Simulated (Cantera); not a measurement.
Input: 1 mol CuO, 3 mol CO, 0.12 mol H₂, 3.3 mol C, equilibrated at 2023 K and 0.300 bar.

These are equilibrium values from Cantera (NASA tables, ideal gas, pure condensed phases), not measurements of a reactor. Candidate condensed phases: C, C₆H₆, C₇H₈, C₈H₁₈, Cu, CuO, Cu(OH)₂, Cu₂O, H₂O; 113 gas species. The numbers say what is thermodynamically allowed, not how fast it happens.

Q: What is the equilibrium state?

A: 
```json
{
  "x(CO)": "0.953",
  "x(H₂)": "0.0283",
  "x(Cu)": "0.0177",
  "x(H)": "0.000583",
  "x(Cu₂)": "7.92e-5",
  "x(C₂H₂ (acetylene))": "2.53e-5",
  "x(CO₂)": "6.25e-6",
  "n(C(graphite))": "2.30 mol",
  "n(Cu(l))": "0.925 mol",
  "gas_amount": "4.196 mol"
}
```
